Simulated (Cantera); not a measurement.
Cantera run:

```python
import numpy as np
import cantera as ct

gas_names = [...]  # 45 gases of nasa_gas.yaml made of Al, Cl, H, N, O
cond_names = """
    AL(cr) AL(L) ALCL3(s) ALCL3(L) ALN(s) AL2O3(a) AL2O3(L) H2O(s) H2O(L) NH4CL(a) NH4CL(b)
""".split()


# ... load() reads the species with a 1 bar reference pressure and builds the phases ...
atoms = {
    'AlCl3': {'AL': 1, 'CL': 3},
    'H2O': {'H': 2, 'O': 1},
    'N2': {'N': 2},
}
top_T = {'ALN(s)': 2750}  # K; cautious upper limits of use, not melting points


# ... equilibrate(T, P, feed) seeds the gas with the atoms and calls Mixture.equilibrate('TP', solver="vcs", rtol=1e-11, max_steps=5000) ...
results = []
feed = {'AlCl3': 1, 'H2O': 9.3, 'N2': 60}  # mol
T = 1900  # K
P = 59  # Pa
mix = equilibrate(T, P, feed)
results.append((T, P, feed, dict(zip(mix.species_names, mix.species_moles))))
print(gas.report(threshold=0.001))
for i in range(1, mix.n_phases):
    print(f"{mix.phase(i).name:16s} {mix.phase_moles(i):12.5e} mol")
```

Output:

```
       temperature   1900 K
          pressure   59 Pa
           density   0.00010076 kg/m^3
  mean mol. weight   26.979 kg/kmol
   phase of matter   gas

                          1 kg             1 kmol
                     ---------------   ---------------
          enthalpy        1.0587e+06        2.8562e+07  J
   internal energy        4.7313e+05        1.2764e+07  J
           entropy             11750        3.1701e+05  J/K
    Gibbs function       -2.1267e+07       -5.7376e+08  J
 heat capacity c_p            1375.5             37108  J/K
 heat capacity c_v            1067.3             28794  J/K

                      mass frac. Y      mole frac. X     chem. pot. / RT
                     ---------------   ---------------   ---------------
                CL          0.010738          0.008172           -27.149
                 H        0.00012427         0.0033259           -15.662
               HCL          0.045602          0.033745           -42.811
                H2        0.00077444          0.010364           -31.323
               H2O          0.066599          0.099737           -52.296
                N2           0.87022           0.83806           -34.381
                OH         0.0016574         0.0026292           -36.635
                O2         0.0031586         0.0026631           -41.946
     [  +37 minor]         0.0011257         0.0013032

AL(L)             0.00000e+00 mol
ALCL3(L)          0.00000e+00 mol
ALN(s)            0.00000e+00 mol
AL2O3(a)          4.99887e-01 mol
```

Method: chemical equilibrium by Gibbs-energy minimisation in Cantera with the NASA 1993 tables (ideal gas, pure condensed phases).
